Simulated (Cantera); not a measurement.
A freely propagating, adiabatic, planar premixed flame of 12.0 % CH₄, 20.0 % O₂, 68.0 % N₂, unburnt at 350 K and 0.160 bar; mixture-averaged transport, grid criteria slope 0.08 and curve 0.16, no radiation.

Cantera simulation using GRI-Mech 3.0 (53 species, 325 reactions); the numbers are that mechanism's predictions, not measurements. Burning velocities carry a grid error of a few per cent, more on coarse grids.

Predict: laminar burning velocity; thermal thickness; peak x(HO₂); peak x(HCO); peak x(CH₂O).


```json
{
  "laminar_burning_velocity": "79.8 cm/s",
  "thermal_thickness": "1.80 mm",
  "peak x(HO₂)": "0.000127",
  "peak x(HCO)": "9.18e-5",
  "peak x(CH₂O)": "0.00109"
}
```
